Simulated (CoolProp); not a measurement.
Methanol at several states: fugacity coefficient from the reference equation and from simpler models built on Tc = 513.4 K, pc = 8.216 MPa, ω = 0.565; each cubic takes its own stable root.

Values from CoolProp's reference Helmholtz-energy equation of state, de Reuck 1993.

```tsv
T (K)	p (MPa)	phase	reference
364.8	11.7	liquid	0.02557
282.5	0.107	liquid	0.06635
288.7	24.1	liquid	0.0006237
500.5	0.0681	gas	0.9971
525.6	26.4	supercritical	0.3037
```

Question: How far does each simpler model (van der Waals, Redlich-Kwong, Peng-Robinson) lie from the reference over these 5 states: mean and median of the absolute difference, and the worst?

Answer: 
- van der Waals: mean 1707.7 %, median 582.4 %, worst +6549.0 % at 288.7 K and 24.1 MPa
- Redlich-Kwong: mean 368.5 %, median 211.0 %, worst +833.5 % at 288.7 K and 24.1 MPa
- Peng-Robinson: mean 6.7 %, median 6.8 %, worst -14.0 % at 282.5 K and 0.107 MPa

At some of these states van der Waals gives the other phase, because its saturation line lies elsewhere.
